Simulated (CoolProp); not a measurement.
Computed with CoolProp (reference Helmholtz-energy equation of state, Thol 2019).

### Question
For tetradecamethylhexasiloxane (MD4M), give the phase and the cp (kJ/(kg K)), cv (kJ/(kg K)), isothermal compressibility (1/MPa), expansivity (1/kK) at 370.5 K and 3.63 MPa; 529.7 K and 3.63 MPa; 569.5 K and 3.63 MPa.

### Answer
- 370.5 K and 3.63 MPa: liquid; cp 1.87, cv 1.62, isothermal compressibility 0.00233, expansivity 1.14
- 529.7 K and 3.63 MPa: liquid; cp 2.16, cv 1.95, isothermal compressibility 0.00900, expansivity 1.56
- 569.5 K and 3.63 MPa: liquid; cp 2.23, cv 2.02, isothermal compressibility 0.0136, expansivity 1.76
